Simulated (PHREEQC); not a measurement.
Dissolve 0.2 mol NaCl, 3.1e-05 mol BaCl2 and 2.3e-07 mol H4SiO4 per kg of water at 25 °C. Closed to the air; pH follows from the charge balance.

Computed with PHREEQC (ion-association model, phreeqc.dat).

```
quantity             before  after
-------------------  ------  -----
pH                     6.97   6.74
SI of Quartz (SiO2)   -2.63  -2.84
SI of Halite (NaCl)   -3.24  -3.26
```

### Question
What was changed between the two runs?
A) temperature from 25 to 40 °C
B) H4SiO4 from 2.3e-07 to 3.45e-07 mol/kgw
C) 0.0059 mol/kgw Mn(NO3)2 added
D) 0.03 mol/kgw CO2 added
E) BaCl2 replaced by FeCl2 at the same molality

### Answer
A, temperature from 25 to 40 °C

Precipitation was switched off in this run. Away from 25 °C the constants follow the database's enthalpies or fits; those with neither stay at their 25 °C values.
